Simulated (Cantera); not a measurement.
## SiC + Si + H2 (sublimation and decomposition of ceramics)

Charge: 1 mol SiC, 0.012 mol Si, 4.3 mol H2, equilibrated at 1.70 bar.

Method: chemical equilibrium by Gibbs-energy minimisation in Cantera with the NASA 1993 tables (ideal gas, pure condensed phases). Candidate condensed phases: C, C6H6, C7H8, C8H18, Si, SiC; 87 gas species. Mutual solubility and eutectic melting of coexisting phases are not modelled. Gases not in the tables: Si2H6 and higher silanes. The numbers say what is thermodynamically allowed, not how fast it happens.

```tsv
T (K)	x H2	x H	x Si	x SiH2	n Si(s)	n SiC(s)	n Si(l)
1450	1.000	7.25e-6	1.81e-9	7.69e-7	0.0121	1.000	0
1525	1.000	1.81e-5	1.11e-8	2.06e-6	0.0121	1.000	0
1600	1.000	4.17e-5	5.74e-8	5.01e-6	0.0121	1.000	0
1675	1.000	8.90e-5	2.55e-7	1.12e-5	0.0121	1.000	0
1750	1.000	0.000178	8.83e-7	2.08e-5	0	1.000	0.0120
1825	1.000	0.000338	2.68e-6	3.56e-5	0	1.000	0.0120
1900	0.999	0.000608	7.42e-6	5.83e-5	0	1.000	0.0118
1975	0.999	0.00105	1.90e-5	9.18e-5	0	1.000	0.0116
2050	0.998	0.00174	4.55e-5	0.000140	0	1.000	0.0113
2125	0.997	0.00278	0.000102	0.000207	0	1.000	0.0106
2200	0.995	0.00431	0.000217	0.000297	0	0.999	0.00962
2275	0.992	0.00649	0.000438	0.000415	0	0.999	0.00796
```
x: gas mole fraction; n: condensed amount in mol.

From 1450 K to 1675 K the condensed part is Si(s) + SiC(s). From 1750 K to 2275 K the condensed part is Si(l) + SiC(s). The main Si-bearing gas is SiH4 at 1450 K and Si at 2275 K.
